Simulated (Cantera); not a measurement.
An adiabatic, constant-pressure homogeneous reactor starts with CH4 : O2 : N2 = 1 : 3.03 : 11.4 (molar parts), equivalence ratio 0.66, at 1175 K and 1.01 bar. Integrator tolerance rtol = 1e-08.

Computed with Cantera and GRI-Mech 3.0 (53 species, 325 reactions).

Problem. What does this change do: O2 3.03 to 1.4 parts?

Solution. 
```json
[
 {"quantity": "time of steepest temperature rise", "before": "52.4 ms", "after": "0.171 s"},
 {"quantity": "temperature at 0.700 s", "before": "2390 K", "after": "2078 K"},
 {"quantity": "equilibrium temperature", "before": "2390 K", "after": "2078 K"},
 {"quantity": "x(CH4) at 0.700 s", "before": "<1e-12 (gas-phase equilibrium <1e-12)", "after": "<1e-12 (gas-phase equilibrium <1e-12)"},
 {"quantity": "x(O2) at 0.700 s", "before": "0.0617 (gas-phase equilibrium 0.0617)", "after": "1.79e-6 (gas-phase equilibrium 1.79e-6)"},
 {"quantity": "x(HCN) at 0.700 s", "before": "4.88e-12 (gas-phase equilibrium 4.88e-12)", "after": "6.84e-9 (gas-phase equilibrium 6.55e-9)"},
 {"quantity": "x(HO2) at 0.700 s", "before": "4.69e-6 (gas-phase equilibrium 4.69e-6)", "after": "6.08e-10 (gas-phase equilibrium 6.08e-10)"},
 {"quantity": "x(H2) at 0.700 s", "before": "0.00168 (gas-phase equilibrium 0.00168)", "after": "0.0381 (gas-phase equilibrium 0.0381)"},
 {"quantity": "x(CH3) at 0.700 s", "before": "<1e-12 (gas-phase equilibrium <1e-12)", "after": "<1e-12 (gas-phase equilibrium <1e-12)"},
 {"quantity": "x(NO) at 0.700 s", "before": "0.00982 (gas-phase equilibrium 0.00982)", "after": "2.89e-5 (gas-phase equilibrium 2.77e-5)"}
]
```
